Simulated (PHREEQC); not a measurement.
Solution (5.9 °C): 6.4 mmol/kgw NH3, 0.16 mmol/kgw H4SiO4 and 1.3 mmol/kgw H3BO3. It is in equilibrium with CO2 at log p = -2 (atm). Otherwise closed; pH follows from the charge balance.

The numbers come from PHREEQC with the ion-association model, phreeqc.dat.

```
Item                            Value
--------------------  ---------------
pH                               7.48
ionic strength        0.00638 mol/kgw
specific conductance        431 µS/cm
total alkalinity          6.40 meq/kg
```

```csv
species,molality,activity,log γ
NH4+,0.00638,0.00585,-0.037
HCO3-,0.00634,0.00586,-0.035
H3BO3,0.00128,0.00128,0.001
CO2,0.000621,0.000622,0.001
H4SiO4,0.000160,0.000160,0.001
NH3,2.37e-5,2.38e-5,0.001
H2BO3-,1.67e-5,1.54e-5,-0.036
CO3-2,7.00e-6,5.09e-6,-0.139
H3SiO4-,3.63e-7,3.35e-7,-0.036
OH-,6.66e-8,6.13e-8,-0.036
H+,3.56e-8,3.31e-8,-0.032
(CO2)2,3.50e-9,3.51e-9,0.001
```

Precipitation was switched off in this run. Saturation is exceeded, for instance for Quartz (slow to form); the values hold only as long as no solid forms. At this temperature some constants are extrapolated from 25 °C, and those without enthalpy data are left unchanged.
